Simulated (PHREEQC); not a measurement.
HCl is added in steps, without added water, to 1 kg of water holding 0.086 mol/kgw NaH2PO4 and 0.097 mol/kgw KOH, at 25 °C. Oxygen alone is held at its pressure in air (log pO2 = -0.68). CO2 from the air is kept out. The run lets Halite precipitate or redissolve, and no other solid.

Base run: PHREEQC, ion-association model, wateq4f.dat. Each further column changes one thing. The table gives H3PO4 (mol/kgw).

```tsv
HCl added (mol)	base	metal-ligand complexes left out	Davies equation for every ion	database phreeqc.dat	Debye-Hückel limiting law
0	1.09e-14	1.42e-14	0	1.91e-14	6.63e-14
0.01969	1.79e-8	1.65e-8	1.71e-8	1.80e-8	2.86e-8
0.03938	2.55e-7	2.34e-7	2.44e-7	2.55e-7	3.93e-7
0.05906	1.10e-6	1.01e-6	1.06e-6	1.10e-6	1.65e-6
0.07875	4.52e-6	4.11e-6	4.37e-6	4.52e-6	6.54e-6
0.09844	0.00135	0.00134	0.00133	0.00135	0.00128
0.1116	0.0126	0.0126	0.0124	0.0126	0.0115
0.1313	0.0284	0.0284	0.0281	0.0284	0.0258
0.1509	0.0424	0.0424	0.0419	0.0424	0.0379
0.1706	0.0537	0.0537	0.0530	0.0537	0.0477
0.1903	0.0620	0.0620	0.0613	0.0620	0.0550
0.21	0.0677	0.0677	0.0670	0.0677	0.0603
```

H3PO4, which wateq4f.dat lacks, is added to it with the constant of phreeqc.dat.  phreeqc.dat and wateq4f.dat share most of their constants, so their agreement is no independent check. Solids allowed in the column 'database phreeqc.dat': Halite, Sylvite.
